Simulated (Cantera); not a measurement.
# Pyrogenic steam for wet oxidation

An isothermal, constant-pressure homogeneous reactor starts with H₂ : O₂ : N₂ = 1 : 1 : 13 (molar parts), at 950 K and 413 Torr.

Computed with Cantera and GRI-Mech 3.0 (53 species, 325 reactions). The temperature is held fixed by assumption; the heat of reaction is taken as removed at once.

```tsv
t (s)	x H₂	x O₂	x NO	x OH	x N₂O	x H₂O
7.00e-5	0.0667	0.0667	<1e-12	1.51e-12	<1e-12	2.31e-11
0.000242	0.0667	0.0667	<1e-12	1.36e-11	<1e-12	5.58e-10
0.000834	0.0667	0.0667	<1e-12	2.73e-9	<1e-12	1.59e-7
0.00288	0.00921	0.0389	1.47e-7	0.000102	9.82e-9	0.0592
0.00993	0.00344	0.0361	1.34e-7	3.21e-6	1.44e-8	0.0654
0.0343	0.00283	0.0358	9.94e-8	7.29e-7	1.53e-8	0.0660
0.118	0.00182	0.0353	8.53e-8	5.85e-7	1.72e-8	0.0671
0.408	0.000655	0.0348	5.61e-8	3.56e-7	2.07e-8	0.0683
1.41	0.000115	0.0345	2.32e-8	1.47e-7	2.40e-8	0.0688
4.86	1.79e-5	0.0345	7.74e-9	3.91e-8	2.51e-8	0.0689
16.8	3.07e-6	0.0345	4.99e-9	1.22e-8	2.52e-8	0.0690
57.9	2.97e-7	0.0345	1.17e-8	5.93e-9	2.47e-8	0.0690
200	1.94e-9	0.0345	6.25e-8	5.01e-9	2.29e-8	0.0690
```
x: mole fraction; the columns are a selection and need not sum to one.

Equilibrium at this temperature and pressure: H₂ 9.18e-12, O₂ 0.0345, NO 7.62e-6, OH 2.53e-8, N₂O 5.23e-10, H₂O 0.0690 (gas phase only).
